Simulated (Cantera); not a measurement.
A closed system holds: 1 mol borazine, a varied amount of O2, equilibrated at 777 °C and 0.0150 bar.

Cantera equilibrium calculation (NASA polynomials, part measured and part estimated; ideal gas, pure solids and liquids). Candidate condensed phases: B, BN, B2O3, B3O3H3, H2O; 39 gas species. The feed counts by its element totals alone. Mutual solubility and eutectic melting of coexisting phases are not modelled. Gases not in the tables: H3BO3. The numbers say what is thermodynamically allowed, not how fast it happens.

log p: log10 of the partial pressure in bar; n: condensed amount in mol.

```
n(O2) (mol)  log p H2  log p H2O  log p O2  log p N2  n BN(s)  n B2O3(l)
-----------  --------  ---------  --------  --------  -------  ---------
0.25            -1.85      -4.90      <-13     -3.10     2.67      0.166
0.36            -1.86      -4.86      <-13     -2.96     2.52      0.239
0.5             -1.87      -4.83      <-13     -2.83     2.34      0.332
0.71            -1.89      -4.81      <-13     -2.69     2.06      0.472
1               -1.91      -4.79      <-13     -2.56     1.67      0.665
1.4             -1.94      -4.78      <-13     -2.45     1.14      0.932
2               -1.98      -4.78      <-13     -2.34    0.337       1.33
2.8                 ?          ?      <-13     -2.30        0       1.50
4               -9.92      -2.02     -3.10     -2.32        0       1.49
5.6                 ?          ?         ?         ?        0       1.49
7.9            -10.66      -2.28     -2.14     -2.58        0       1.49
```

Problem. Complete the blanks.

Solution. 
- 5.6, log p H2: -10.41
- 5.6, log p H2O: -2.15
- 5.6, log p O2: -2.36
- 5.6, log p N2: -2.45
- 2.8, log p H2: -2.20
- 2.8, log p H2O: -2.44
